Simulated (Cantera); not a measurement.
Cantera run, input and output.

```python
import numpy as np
import cantera as ct

gas = ct.Solution("gri30.yaml")


def delay(T, t_max=10):
    gas.TPX = T, 2400000, {'H2': 1, 'O2': 0.575, 'N2': 2.16}
    reactor = ct.IdealGasReactor(gas, clone=False)
    net = ct.ReactorNet([reactor])
    net.rtol, net.atol = 1e-8, 1e-16
    while net.time < t_max:
        t_old, T_old = net.time, reactor.T
        net.step()
        if reactor.T > T + 400:  # ignition: a rise of 400 K
            return t_old + (T + 400 - T_old) / (reactor.T - T_old) * (net.time - t_old)
    return np.nan


taus = []
for T in [1250, 1325, 1400, 1475, 1550]:
    taus.append(delay(T))
    print(f"T0 = {T:6g} K   tau = {taus[-1]:.4e} s")

# d ln(tau) / d ln(k), from doubling and halving each rate constant
T, sens = 1475, []
for i in range(gas.n_reactions):
    gas.set_multiplier(2.0, i)
    up = delay(T)
    gas.set_multiplier(0.5, i)
    down = delay(T)
    gas.set_multiplier(1.0, i)
    sens.append((np.log(up / down) / np.log(4.0), gas.reaction(i).equation))
sens.sort(key=lambda x: -abs(x[0]))
print(f"sensitivities at {T} K")
for s, eq in sens[:10]:
    print(f"{s:8.3f}  {eq}")
```

It prints:

```
T0 =   1250 K   tau = 4.6484e-05 s
T0 =   1325 K   tau = 1.0178e-05 s
T0 =   1400 K   tau = 2.0687e-06 s
T0 =   1475 K   tau = 9.2834e-07 s
T0 =   1550 K   tau = 5.8893e-07 s
sensitivities at 1475 K
  -1.391  H + O2 <=> O + OH
   0.487  H + O2 + N2 <=> HO2 + N2
   0.381  H + O2 + M <=> HO2 + M
  -0.186  H2 + O <=> H + OH
  -0.123  H2 + OH <=> H + H2O
   0.095  H + O2 + O2 <=> HO2 + O2
  -0.093  H + HO2 <=> 2 OH
  -0.042  H + HO2 <=> H2 + O2
  -0.024  H + H2O2 <=> H2 + HO2
  -0.007  2 OH (+M) <=> H2O2 (+M)
```

Cantera simulation using GRI-Mech 3.0 (53 species, 325 reactions); the numbers are that mechanism's predictions, not measurements. The hydrogen kinetics of GRI-Mech 3.0 are dated; newer H2 mechanisms differ, most at raised pressure. The pressure lies above the range GRI-Mech 3.0 was tuned for (to about 10 atm).
